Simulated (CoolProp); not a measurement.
Vapour-liquid equilibrium of diethyl ether (1) + benzene (2) at 102.55 °C; x and y are mole fractions of (1).

Values from CoolProp's multi-fluid Helmholtz-energy mixture model, Thol 2014 and Thol 2012; pair parameters Bell 2016.

Task: Give the bubble pressure and the first vapour's composition at x = 0.35, 0.55, 0.65. Is there an azeotrope?

Result: x = 0.35: 0.3590 MPa, y = 0.629; x = 0.55: 0.4568 MPa, y = 0.789; x = 0.65: 0.5071 MPa, y = 0.849. No azeotrope shows between x = 0.05 and 0.95.

The pair parameters rest on a limited set of measurements; away from them the model extrapolates.
